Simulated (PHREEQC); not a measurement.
Consider water at 20 °C with 0.0086 mol Cd(NO3)2 and 0.083 mol MgCl2 per kg of water. Closed to the air; pH follows from the charge balance.

All values are PHREEQC results (ion-association model, phreeqc.dat), not measurements.

Problem. The ionic strength comes out as 0.258 mol/kgw. What activity coefficients do Cd+2, NO3-, CdCl3-, Mg+2, CdNO3+ get?

Solution. Cd+2 0.30, NO3- 0.67, CdCl3- 0.74, Mg+2 0.33, CdNO3+ 0.74.

No solid was allowed to form. Complexes and solids missing from the database can't appear.
